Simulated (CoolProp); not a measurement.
Vapour-liquid equilibrium of R1234yf (1) + R1234ze(E) (2) at -72.45 °C; x and y are mole fractions of (1).

Model: multi-fluid Helmholtz-energy mixture model, Lemmon 2022 and Thol 2016; pair parameters Bell 2022, in CoolProp.

```csv
x,bubble pressure (MPa),y at the bubble point,dew pressure at overall composition x (MPa),liquid density (mol/L)
0.05,0.004876,0.105,0.004724,…
0.15,0.005412,0.276,0.005009,…
0.25,0.005916,0.412,0.005325,12.44
0.35,0.006398,0.526,0.005677,12.39
0.45,…,0.623,0.006070,12.35
0.55,0.007329,0.709,0.006510,…
0.65,0.007789,0.786,0.007006,12.25
0.75,0.008249,0.855,0.007569,…
0.85,0.008711,0.917,0.008216,…
0.95,0.009175,0.974,0.008974,12.10
```

Q: Fill in the missing entries.

A: 
- 0.05, liquid density (mol/L): 12.53
- 0.15, liquid density (mol/L): 12.49
- 0.45, bubble pressure (MPa): 0.006867
- 0.55, liquid density (mol/L): 12.30
- 0.75, liquid density (mol/L): 12.20
- 0.85, liquid density (mol/L): 12.15

No azeotrope shows between x = 0.05 and 0.95.

Pair parameters are fitted to limited data, so mixtures are less certain than the pure fluids.
